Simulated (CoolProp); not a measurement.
The fluid at 293.15 K and 2.42 MPa flows at 7.4 m/s in a round tube of 20 mm bore and 45 µm roughness, fully developed (64/Re and Nu = 3.66 if laminar; Colebrook and Gnielinski if turbulent). The same conditions are run with several fluids, on thermodynamics alone (safety and materials aside).

Model: reference Helmholtz-energy equation of state of each fluid (R152A: Outcalt 1996; R410A: Lemmon 2003; p-xylene: Zhou 2012; R245fa: Akasaka 2015; CH2F2 (R32): Tillner-Roth 1997), in CoolProp. Blends and air are pseudo-pure fits.

| fluid | Reynolds number | Darcy friction factor | pressure drop (Pa/m) | heat-transfer coefficient (W/(m² K)) | mass flow (kg/h) |
|---|---|---|---|---|---|
| R152A | 771000 | 0.0244 | 30700 | 20900 | … |
| R410A | 1240000 | 0.0243 | 36300 | 26300 | 9130 |
| p-xylene | 194000 | … | 29500 | 10300 | 7220 |
| R245fa | … | 0.0245 | 45600 | 15300 | 11400 |
| CH2F2 (R32) | 1210000 | 0.0243 | 32800 | 32600 | 8260 |

**Question.** Some entries are withheld; supply them.

**Answer.** 
- R152A, mass flow (kg/h): 7690
- p-xylene, Darcy friction factor: 0.0250
- R245fa, Reynolds number: 465000

Transport values come from each fluid's own correlations; those of R152A, R245fa, CH2F2 (R32) are estimates that may be off by 10 % or more.
